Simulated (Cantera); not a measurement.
Input: 1 mol SO₂, 0.054 mol H₂, at 1848 K and 4.30 bar.

Equilibrium computed with Cantera from the NASA thermochemical tables; the gas is ideal and each condensed phase is pure. Candidate condensed phases: H₂O, H₂SO₄, S; 19 gas species. The numbers say what is thermodynamically allowed, not how fast it happens.

### Question
What is the equilibrium state?

### Answer
| Item | Value |
|---|---|
| x(SO₂) | 0.927 |
| x(H₂O) | 0.0500 |
| x(SO) | 0.0108 |
| x(S₂) | 0.00823 |
| x(S₂O) | 0.00178 |
| x(H₂) | 0.00145 |
| x(H₂S) | 0.000252 |
| x(SH) | 0.000171 |
| x(S) | 4.74e-5 |
| gas amount | 1.043 mol |
| log10 activity of S(l) (absent) | -2.22 |
